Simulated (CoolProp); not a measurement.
Saturated liquid density (kg/m³) of CH3F (R41): the reference equation beside estimates from Tc = 317.3 K, pc = 5906 kPa, ω = 0.200.

The numbers come from the reference Helmholtz-energy equation of state, Lemmon 2006 in CoolProp. It is a short technical equation, of lower accuracy than the large ones.

```json
[
 {"T (K)": "233.7", "reference": "792.9", "Soave-Redlich-Kwong": "625.0", "Peng-Robinson": "708.4"},
 {"T (K)": "239.5", "reference": "778.2", "Soave-Redlich-Kwong": "611.7", "Peng-Robinson": "693.7"},
 {"T (K)": "245.4", "reference": "762.6", "Soave-Redlich-Kwong": "597.5", "Peng-Robinson": "677.9"},
 {"T (K)": "251.2", "reference": "746.7", "Soave-Redlich-Kwong": "582.8", "Peng-Robinson": "661.3"},
 {"T (K)": "257.1", "reference": "729.8", "Soave-Redlich-Kwong": "566.9", "Peng-Robinson": "643.4"},
 {"T (K)": "262.9", "reference": "712.2", "Soave-Redlich-Kwong": "550.3", "Peng-Robinson": "624.5"},
 {"T (K)": "268.8", "reference": "693.4", "Soave-Redlich-Kwong": "532.2", "Peng-Robinson": "603.9"},
 {"T (K)": "274.6", "reference": "673.7", "Soave-Redlich-Kwong": "513.2", "Peng-Robinson": "582.1"},
 {"T (K)": "280.5", "reference": "652.2", "Soave-Redlich-Kwong": "492.3", "Peng-Robinson": "557.9"},
 {"T (K)": "286.3", "reference": "629.2", "Soave-Redlich-Kwong": "469.8", "Peng-Robinson": "531.8"},
 {"T (K)": "292.2", "reference": "603.4", "Soave-Redlich-Kwong": "444.6", "Peng-Robinson": "502.3"},
 {"T (K)": "298", "reference": "574.7", "Soave-Redlich-Kwong": "416.6", "Peng-Robinson": "469.5"}
]
```

Absolute difference from the reference over all 12 rows, mean and median: Soave-Redlich-Kwong 23.5 and 23.0 %, Peng-Robinson 13.3 and 12.6 %.
